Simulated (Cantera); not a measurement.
An isothermal, constant-pressure homogeneous reactor starts with 40.0 % H2, 25.0 % O2, 35.0 % N2, equivalence ratio 0.80, at 1350 K and 0.500 bar.

Cantera simulation using the H2/O2 subset of GRI-Mech 3.0, which has no nitrogen chemistry; the numbers are that mechanism's predictions, not measurements. The temperature is held fixed by assumption; the heat of reaction is taken as removed at once.

x: mole fraction; the columns are a selection and need not sum to one.

| t (s) | x H2 | x O2 | x H2O | x OH | x O | x H2O2 |
|---|---|---|---|---|---|---|
| 9.00e-6 | 0.400 | 0.250 | 9.36e-6 | 9.39e-7 | 1.35e-6 | 8.12e-9 |
| 3.40e-5 | 0.0753 | 0.105 | 0.266 | 0.0147 | 0.0317 | 7.24e-6 |
| 0.000128 | 0.0129 | 0.0669 | 0.474 | 0.00514 | 0.00305 | 7.66e-6 |
| 0.000484 | 0.000951 | 0.0626 | 0.498 | 0.00116 | 0.000167 | 1.89e-6 |
| 0.00183 | (withheld) | 0.0624 | 0.500 | (withheld) | (withheld) | (withheld) |
| 0.00690 | 7.53e-6 | 0.0625 | 0.500 | 0.000130 | 1.94e-6 | 7.14e-8 |
| 0.0261 | 1.55e-6 | 0.0625 | 0.500 | 6.18e-5 | 4.38e-7 | 1.86e-8 |
| 0.0984 | 6.47e-7 | 0.0625 | 0.500 | 3.87e-5 | 1.72e-7 | 7.91e-9 |
| 0.372 | 5.81e-7 | 0.0625 | 0.500 | 3.61e-5 | 1.50e-7 | 7.01e-9 |
| 1.40 | 5.81e-7 | 0.0625 | 0.500 | 3.61e-5 | 1.50e-7 | 7.01e-9 |
| 5.30 | 5.81e-7 | 0.0625 | 0.500 | 3.61e-5 | 1.50e-7 | 7.01e-9 |
| 20.0 | 5.81e-7 | 0.0625 | 0.500 | 3.61e-5 | 1.50e-7 | 7.01e-9 |

Fill in the missing entries.


- 0.00183, x H2: 6.69e-5
- 0.00183, x OH: 0.000339
- 0.00183, x O: 1.33e-5
- 0.00183, x H2O2: 3.47e-7
